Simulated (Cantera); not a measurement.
Input (Python, Cantera):

```python
import numpy as np
import cantera as ct

gas = ct.Solution("h2o2.yaml")
gas.TPX = 1125, 560, {'H2': 0.067, 'O2': 5.1}
reactor = ct.IdealGasConstPressureReactor(gas, energy="off", clone=False)
net = ct.ReactorNet([reactor])
net.rtol, net.atol = 1e-08, 1e-18
show = ['H2', 'O2', 'O', 'H', 'H2O2']
times = np.geomspace(4e-06, 100, 12)

steps = ct.SolutionArray(gas, extra=["t"])
rows = []
print(f"{'t/s':>10s}{'T/K':>9s}{'P/Pa':>11s}" + "".join(f"{s:>11s}" for s in show))
for t in times:
    while net.time < t:
        t_next = net.step()
        steps.append(gas.state, t=t_next)
    rows.append([np.interp(t, steps.t, y) for y in (steps.T, steps.P, *steps(*show).X.T)])
    print(f"{t:10.3e}{rows[-1][0]:9.1f}{rows[-1][1]:11.4g}" + "".join(f"{x:11.3e}" for x in rows[-1][2:]))
rate = np.gradient(steps.T, steps.t)
print("integrator steps:", len(steps.t))
if steps.T.max() > steps.T[0] + 200:
    print(f"time of steepest temperature rise: {steps.t[rate.argmax()]:.4e} s")
gas.TPX = 1125, 560, {'H2': 0.067, 'O2': 5.1}
gas.equilibrate("TP")
print(f"equilibrium (TP): T = {gas.T:.1f} K  " + "  ".join(f"{s} {gas[s].X[0]:.3e}" for s in show))
```

Output:

```
       t/s      T/K       P/Pa         H2         O2          O          H       H2O2
 4.000e-06   1125.0        560  1.297e-02  9.870e-01  5.957e-14  4.283e-12  1.922e-18
 1.882e-05   1125.0        560  1.297e-02  9.870e-01  1.268e-12  1.917e-11  4.235e-17
 8.854e-05   1125.0        560  1.297e-02  9.870e-01  2.411e-11  7.305e-11  9.371e-16
 4.166e-04   1125.0        560  1.297e-02  9.870e-01  3.279e-10  1.938e-10  2.072e-14
 1.960e-03   1125.0        560  1.297e-02  9.870e-01  4.570e-09  9.229e-10  4.577e-13
 9.221e-03   1125.0        560  1.296e-02  9.870e-01  1.995e-06  3.222e-07  1.126e-11
 4.338e-02   1125.0        560  8.181e-05  9.758e-01  1.038e-02  8.714e-04  1.149e-08
 2.041e-01   1125.0        560  5.388e-05  9.786e-01  7.822e-03  5.464e-04  1.056e-08
 9.602e-01   1125.0        560  1.992e-05  9.839e-01  2.828e-03  1.198e-04  1.001e-08
 4.518e+00   1125.0        560  2.315e-06  9.865e-01  3.274e-04  4.743e-06  6.376e-09
 2.125e+01   1125.0        560  1.613e-07  9.869e-01  2.298e-05  8.845e-08  1.750e-09
 1.000e+02   1125.0        560  1.430e-08  9.869e-01  2.052e-06  2.363e-09  2.773e-10
integrator steps: 1990
equilibrium (TP): T = 1125.0 K  H2 4.259e-10  O2 9.869e-01  O 6.167e-08  H 1.234e-11  H2O2 1.137e-11
```

Model: the H2/O2 subset of GRI-Mech 3.0, which has no nitrogen chemistry, integrated in Cantera. Radical loss at walls, strong at low pressure, is not modelled.
